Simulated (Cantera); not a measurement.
A closed system holds: 1 mol H₂S, 4.2 mol O₂, 0.72 mol H₂, at 2198 K and 190 Pa.

These are equilibrium values from Cantera (NASA tables, ideal gas, pure condensed phases), not measurements of a reactor. Candidate condensed phases: H₂O, H₂SO₄, S; 19 gas species. Kinetics and transport are ignored.

Question: What is the equilibrium state?

Answer: 
* **x(O₂)**: 0.419
* **x(H₂O)**: 0.281
* **x(SO₂)**: 0.183
* **x(OH)**: 0.0472
* **x(O)**: 0.0397
* **x(H)**: 0.0135
* **x(H₂)**: 0.0112
* **x(SO)**: 0.00492
* **x(S)**: 3.90e-5
* **gas amount**: 5.326 mol
* **log10 activity of S(l) (absent)**: -6.81
